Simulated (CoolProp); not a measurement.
Vapour-liquid equilibrium of R125 (1) + R152A (2) at 259.3 K; x and y are mole fractions of (1).

Model: multi-fluid Helmholtz-energy mixture model, Lemmon 2005 and Outcalt 1996; pair parameters Bell 2016, in CoolProp.

```tsv
x	bubble pressure (bar)	y at the bubble point	dew pressure at overall composition x (bar)	liquid density (mol/L)
0.05	1.697	0.123	1.612	14.78
0.2	2.080	0.384	1.797	14.20
0.35	2.442	0.563	2.022	13.66
0.5	2.810	0.703	2.302	13.14
0.65	3.202	0.816	2.660	12.64
0.8	3.622	0.908	3.140	12.15
0.95	4.068	0.980	3.865	11.67
```

No azeotrope shows between x = 0.05 and 0.95.

Pair parameters are fitted to limited data, so mixtures are less certain than the pure fluids.
